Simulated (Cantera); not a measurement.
An isothermal, constant-pressure homogeneous reactor starts with N2O : O2 = 1 : 1.2 (molar parts), at 1100 K and 0.326 atm. Integrator tolerance rtol = 1e-08.

Cantera simulation using GRI-Mech 3.0 (53 species, 325 reactions); the numbers are that mechanism's predictions, not measurements. GRI-Mech 3.0 was tuned for natural gas; its chemistry of N2O as a main component is partial and can be far from experiment. The mechanism lacks the step 2 NO + O2 → 2 NO2, which can matter for NO2 below about 1400 K. The temperature is held fixed by assumption; the heat of reaction is taken as removed at once.

**Question.** What does this change do: temperature 1100 to 1250 K?

**Answer.** 
```json
[
 {"quantity": "x(N2O) at 8.00 s", "before": "0.358 (gas-phase equilibrium 3.00e-9)", "after": "0.0161 (gas-phase equilibrium 9.02e-9)"},
 {"quantity": "x(O2) at 8.00 s", "before": "0.561 (gas-phase equilibrium 0.630)", "after": "0.607 (gas-phase equilibrium 0.629)"},
 {"quantity": "x(N2) at 8.00 s", "before": "0.0759 (gas-phase equilibrium 0.370)", "after": "0.338 (gas-phase equilibrium 0.370)"},
 {"quantity": "x(NO) at 8.00 s", "before": "0.00527 (gas-phase equilibrium 0.000101)", "after": "0.0393 (gas-phase equilibrium 0.000337)"},
 {"quantity": "x(NO2) at 8.00 s", "before": "2.47e-5 (gas-phase equilibrium 2.87e-6)", "after": "0.000181 (gas-phase equilibrium 4.48e-6)"},
 {"quantity": "x(O) at 8.00 s", "before": "3.09e-7 (gas-phase equilibrium 3.47e-9)", "after": "8.86e-7 (gas-phase equilibrium 9.62e-8)"}
]
```
